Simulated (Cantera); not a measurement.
# Sublimation and decomposition of ceramics: SiC + C + N2

Input: 1 mol SiC, 0.45 mol C, 1.9 mol N2, at 20000 Pa.

Cantera equilibrium calculation (NASA polynomials, part measured and part estimated; ideal gas, pure solids and liquids). Candidate condensed phases: C, Si, SiC, Si3N4; 20 gas species. The tables' values for SiN are old estimates; treat these amounts as uncertain. Kinetics and transport are ignored.

From 1550 °C to 2550 °C the condensed part is C(graphite) + SiC(s). From 2650 °C to 2750 °C the condensed part is C(graphite). The main Si-bearing gas is Si throughout.

```json
[
 {"T (°C)": "1550", "x N2": "1.000", "x Si": "5.91e-7", "x SiC2": "9.83e-9", "x Si2C": "7.08e-9", "x CN": "9.98e-8", "x SiN": "1.09e-7", "n C(graphite)": "0.450", "n SiC(s)": "1.000"},
 {"T (°C)": "1650", "x N2": "1.000", "x Si": "3.46e-6", "x SiC2": "9.84e-8", "x Si2C": "6.75e-8", "x CN": "4.44e-7", "x SiN": "4.87e-7", "n C(graphite)": "0.450", "n SiC(s)": "1.000"},
 {"T (°C)": "1750", "x N2": "1.000", "x Si": "1.70e-5", "x SiC2": "7.81e-7", "x Si2C": "5.12e-7", "x CN": "1.70e-6", "x SiN": "1.87e-6", "n C(graphite)": "0.450", "n SiC(s)": "1.000"},
 {"T (°C)": "1850", "x N2": "1.000", "x Si": "7.15e-5", "x SiC2": "5.07e-6", "x Si2C": "3.19e-6", "x CN": "5.72e-6", "x SiN": "6.32e-6", "n C(graphite)": "0.450", "n SiC(s)": "1.000"},
 {"T (°C)": "1950", "x N2": "1.000", "x Si": "0.000264", "x SiC2": "2.77e-5", "x Si2C": "1.68e-5", "x CN": "1.73e-5", "x SiN": "1.91e-5", "n C(graphite)": "0.450", "n SiC(s)": "0.999"},
 {"T (°C)": "2050", "x N2": "0.999", "x Si": "0.000872", "x SiC2": "0.000130", "x Si2C": "7.61e-5", "x CN": "4.73e-5", "x SiN": "5.24e-5", "n C(graphite)": "0.452", "n SiC(s)": "0.998"},
 {"T (°C)": "2150", "x N2": "0.996", "x Si": "0.00260", "x SiC2": "0.000537", "x Si2C": "0.000303", "x CN": "0.000119", "x SiN": "0.000132", "n C(graphite)": "0.454", "n SiC(s)": "0.992"},
 {"T (°C)": "2250", "x N2": "0.989", "x Si": "0.00711", "x SiC2": "0.00197", "x Si2C": "0.00108", "x CN": "0.000277", "x SiN": "0.000308", "n C(graphite)": "0.462", "n SiC(s)": "0.977"},
 {"T (°C)": "2350", "x N2": "0.970", "x Si": "0.0180", "x SiC2": "0.00653", "x Si2C": "0.00347", "x CN": "0.000601", "x SiN": "0.000669", "n C(graphite)": "0.480", "n SiC(s)": "0.936"},
 {"T (°C)": "2450", "x N2": "0.924", "x Si": "0.0424", "x SiC2": "0.0198", "x Si2C": "0.0102", "x CN": "0.00121", "x SiN": "0.00135", "n C(graphite)": "0.521", "n SiC(s)": "0.823"},
 {"T (°C)": "2550", "x N2": "0.815", "x Si": "0.0941", "x SiC2": "0.0551", "x Si2C": "0.0278", "x CN": "0.00223", "x SiN": "0.00249", "n C(graphite)": "0.616", "n SiC(s)": "0.505"},
 {"T (°C)": "2650", "x N2": "0.681", "x Si": "0.153", "x SiC2": "0.111", "x Si2C": "0.0423", "x CN": "0.00382", "x SiN": "0.00331", "n C(graphite)": "0.698", "n SiC(s)": "0"},
 {"T (°C)": "2750", "x N2": "0.665", "x Si": "0.155", "x SiC2": "0.137", "x Si2C": "0.0260", "x CN": "0.00678", "x SiN": "0.00299", "n C(graphite)": "0.556", "n SiC(s)": "0"}
]
```
x: gas mole fraction; n: condensed amount in mol.
